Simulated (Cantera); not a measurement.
Feed: 1 mol Al, 0.69 mol O2, 12 mol N2, held at 2023.15 K and 24.0 Torr.

Method: chemical equilibrium by Gibbs-energy minimisation in Cantera with the NASA 1993 tables (ideal gas, pure condensed phases). Candidate condensed phases: Al, AlN, Al2O3; 16 gas species. The numbers say what is thermodynamically allowed, not how fast it happens.

Base state: N2 0.994, Al 0.00354, Al2O 0.00231 (mole fractions); condensed: Al2O3(s).

Problem. What changes in the equilibrium state with this change: temperature from 2023.15 K to 1173 K?

Solution. 
| species | before | after |
|---|---|---|
| N2 | 0.994 | 1.00 |
| Al | 0.00354 | <1e-9 |
| Al2O | 0.00231 | <1e-9 |
| Al2O3(s), mol | 0.451 | 0.460 |
| AlN(s), mol | 0 | 0.0800 |
Mutual solubility and eutectic melting of coexisting phases are not modelled.

Problem. What changes in the equilibrium state with this change: N2 from 12 to 910 mol?

Solution. 
```
species         before    after
-------------  -------  -------
N2               0.994    1.000
Al             0.00354  7.10e-5
Al2O           0.00231  1.26e-5
Al2O3(s), mol    0.451    0.456
```

Problem. What changes in the equilibrium state with this change: temperature from 2023.15 K to 748.15 K?

Solution. 
```tsv
species	before	after
N2	0.994	1.00
Al	0.00354	<1e-9
Al2O	0.00231	<1e-9
Al2O3(s), mol	0.451	0.460
AlN(s), mol	0	0.0800
```
